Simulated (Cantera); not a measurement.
A perfectly stirred reactor is fed with CH4 : H2 : O2 : N2 = 1 : 0.85 : 2.58 : 9.7 (molar parts), at 1.01 bar; it is adiabatic with a 723 K inlet, and is followed from long to short residence time, starting on the burning branch (τ in s: 0.047, 0.024, 0.012, 0.0059, 0.003, 0.0015, 0.00075, 0.00037, 0.00019, 9.4e-05, 4.7e-05).

Model: GRI-Mech 3.0 (53 species, 325 reactions), integrated in Cantera.

One state of this run: T (K) = 2144; x CH4 = 0.000103; x H2 = 0.0167; x O2 = 0.0281; x CH2CO = 3.14e-8; x C2H2 = 3.14e-8. x: mole fraction; the columns are a selection and need not sum to one.

Task: Which value of τ (s) does it belong to?
A. 0.0030
B. 0.00019
C. 0.00037
D. 0.047

Result: C, 0.00037
